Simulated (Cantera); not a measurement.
An isothermal plug-flow reactor at 1248 K and 0.987 atm (inlet), inlet velocity 4.7 m/s, active area per volume 170 1/m; feed 0.782 % CH4, 3.26 % O2, 85.9 % N2, 10.1 % H2O.

Detailed kinetics in Cantera: Deutschmann's 1995 Pt surface mechanism with GRI-Mech 3.0 gas chemistry. Catalytic surfaces can have several steady states; this one follows from the mechanism file's or the stated starting coverage. Mass transfer to the wall is taken as infinitely fast.

One state of this run: x CH4 = 0.00421; x O2 = 0.0261; x H2O = 0.108; x CO2 = 0.00319; x CO = 1.01e-5; θ free Pt = 0.574; θ O* = 0.423; θ OH* = 0.00360. x: gas mole fraction; θ: surface coverage.

### Question
Which value of z (m) does it belong to?
A) 0.0024
B) 0.0088
C) 0.064
D) 0.017

### Answer
D, 0.017
